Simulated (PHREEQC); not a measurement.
A solution holds 0.017 mol HF and 0.0071 mol NaF per kg of water, at 25 °C. Closed to the air; pH follows from the charge balance.

Computed with PHREEQC (ion-association model, phreeqc.dat).

| quantity | before | after |
|---|---|---|
| pH | 2.86 | 2.51 |
| ionic strength (mol/kgw) | 0.00856 | 0.00328 |
| HF (mol/kgw) | 0.0150 | 0.0136 |
| F- (mol/kgw) | 0.00810 | 0.00312 |
| HF2- (mol/kgw) | 0.000467 | 0.000162 |

Q: Name the change that produced these shifts.
A. temperature from 25 to 20 °C
B. 0.019 mol/kgw HCl added
C. temperature from 25 to 80 °C
D. NaF left out

A: D, NaF left out

No solid was allowed to form.
